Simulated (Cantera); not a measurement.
Cantera run:

```python
import numpy as np
import cantera as ct

gas_names = [...]  # 109 gases of nasa_gas.yaml made of C, Cl, H, Si
cond_names = """
    C(gr) C6H6(L) C7H8(L) C8H18(L),n-octa Si(cr) Si(L) SiC(b)
""".split()


# ... load() reads the species with a 1 bar reference pressure and builds the phases ...
atoms = {
    '(CH3)2SiCl2': {'C': 2, 'H': 6, 'Si': 1, 'CL': 2},
    'H2': {'H': 2},
}
top_T = {'C(gr)': 4500, 'SiC(b)': 3050}  # K; cautious upper limits of use, not melting points


# ... equilibrate(T, P, feed) seeds the gas with the atoms and calls Mixture.equilibrate('TP', solver="vcs", rtol=1e-11, max_steps=5000) ...
results = []
feed = {'(CH3)2SiCl2': 1, 'H2': 570}  # mol
P = 1000  # Pa
for T in [1450, 1550, 1650, 1750, 1850, 1950, 2050, 2150, 2250, 2350, 2450, 2550]:
    mix = equilibrate(T, P, feed)
    results.append((T, P, feed, dict(zip(mix.species_names, mix.species_moles))))

top = {s: max(r[3][s] / sum(r[3][g] for g in gas_names) for r in results) for s in gas_names}
cols = sorted((s for s in top if top[s] > 0.0001), key=lambda s: -top[s])[:9]
seen = [c for c in cond_names if any(r[3].get(c, 0) > 1e-12 for r in results)]
print("log10 of partial pressures in bar; condensed amounts in mol")
print(f"{'T/K':>10s}" + "".join(f"{s[:9]:>10s}" for s in cols + seen))
for T, P, feed, n in results:
    ng = sum(n[g] for g in gas_names)
    print(f"{T:10.4g}" + "".join(f"{np.log10(max(n[s] / ng * P / 1e5, 1e-99)):10.3f}" for s in cols)
          + "".join(f"{n.get(c, 0):10.4g}" for c in seen))
```

Output:

```
log10 of partial pressures in bar; condensed amounts in mol
       T/K        H2         H       HCL C2H2,acet        Si        CL     C(gr)    SiC(b)
      1450    -2.002    -6.025    -4.458    -7.314   -10.737    -8.571    0.9757    0.9999
      1550    -2.002    -5.503    -4.458    -6.796    -9.534    -8.057    0.9702    0.9998
      1650    -2.002    -5.043    -4.459    -6.343    -8.478    -7.605    0.9407    0.9994
      1750    -2.003    -4.635    -4.459    -5.942    -7.544    -7.204    0.8658    0.9974
      1850    -2.004    -4.271    -4.461    -5.586    -6.712    -6.847    0.7112    0.9856
      1950    -2.007    -3.944    -4.465    -5.269    -5.967    -6.527     0.445    0.9244
      2050    -2.012    -3.650    -4.471    -4.986    -5.295    -6.240    0.1116    0.6434
      2150    -2.021    -3.386    -4.482    -4.802    -4.847    -5.982         0         0
      2250    -2.035    -3.147    -4.499    -4.804    -4.828    -5.751         0         0
      2350    -2.057    -2.933    -4.525    -4.812    -4.826    -5.545         0         0
      2450    -2.090    -2.742    -4.564    -4.830    -4.834    -5.365         0         0
      2550    -2.138    -2.575    -4.620    -4.859    -4.850    -5.210         0         0
```

Cantera equilibrium calculation (NASA polynomials, part measured and part estimated; ideal gas, pure solids and liquids). The feed counts by its element totals alone. Gases not in the tables: Si2H6 and higher silanes.
